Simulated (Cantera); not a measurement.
An adiabatic, constant-volume homogeneous reactor starts with CH₄ : C₂H₆ : O₂ : N₂ = 1 : 0.047 : 2.33 : 8.75 (molar parts), equivalence ratio 0.93, at 1000 K and 0.380 bar. Integrator tolerance rtol = 1e-08.

Detailed kinetics in Cantera: GRI-Mech 3.0 (53 species, 325 reactions).

```csv
quantity,before,after
time of steepest temperature rise,0.464 s,2.87 ms
temperature at 1.00 s,2674 K,2766 K
equilibrium temperature,2674 K,2766 K
x(CH₄) at 1.00 s,<1e-12 (gas-phase equilibrium <1e-12),<1e-12 (gas-phase equilibrium <1e-12)
x(C₂H₆) at 1.00 s,<1e-12 (gas-phase equilibrium <1e-12),<1e-12 (gas-phase equilibrium <1e-12)
x(O₂) at 1.00 s,0.0244 (gas-phase equilibrium 0.0244),0.0281 (gas-phase equilibrium 0.0281)
x(C₂H₄) at 1.00 s,<1e-12 (gas-phase equilibrium <1e-12),<1e-12 (gas-phase equilibrium <1e-12)
x(NO) at 1.00 s,0.00982 (gas-phase equilibrium 0.00982),0.0120 (gas-phase equilibrium 0.0120)
```

Question: Name the change that produced these shifts.
(A) initial temperature 1000 to 1775 K
(B) initial temperature 1000 to 1375 K
(C) initial temperature 1000 to 1323 K
(D) pressure from 0.380 bar to 0.320 bar

Answer: B, initial temperature 1000 to 1375 K
